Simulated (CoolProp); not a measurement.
Vapour-liquid equilibrium of acetone (1) + dimethyl carbonate (2) at 305.7 K; x and y are mole fractions of (1).

Computed with CoolProp (multi-fluid Helmholtz-energy mixture model, Lemmon 2006 and Zhou 2011; pair parameters Bell 2016).

| x | bubble pressure, mixture model (MPa) | bubble pressure, Raoult's law (MPa) | y, mixture model | y, Raoult's law |
|---|---|---|---|---|
| 0.05 | 0.01250 | 0.01216 | 0.194 | 0.173 |
| 0.125 | 0.01516 | 0.01453 | 0.384 | 0.363 |
| 0.2 | 0.01762 | 0.01689 | 0.511 | 0.499 |
| 0.275 | 0.01995 | 0.01926 | 0.605 | 0.602 |
| 0.35 | 0.02222 | 0.02163 | ___ | 0.682 |
| 0.425 | 0.02444 | 0.02400 | ___ | 0.746 |
| 0.5 | 0.02667 | 0.02636 | 0.789 | 0.799 |
| 0.575 | 0.02890 | 0.02873 | 0.833 | 0.844 |
| 0.65 | 0.03117 | 0.03110 | ___ | 0.881 |
| 0.725 | 0.03347 | 0.03347 | 0.905 | 0.913 |
| 0.8 | 0.03581 | 0.03584 | 0.936 | 0.941 |
| 0.875 | 0.03817 | 0.03820 | 0.962 | 0.965 |
| 0.95 | 0.04056 | 0.04057 | 0.986 | 0.987 |

Task: Some entries are withheld; supply them.

Result: 
- 0.35, y, mixture model: 0.678
- 0.425, y, mixture model: 0.738
- 0.65, y, mixture model: 0.871

The largest gap from Raoult's law is +4.3 % in bubble pressure, at x = 0.125. No azeotrope shows between x = 0.05 and 0.95.

Pair parameters are fitted to limited data, so mixtures are less certain than the pure fluids.
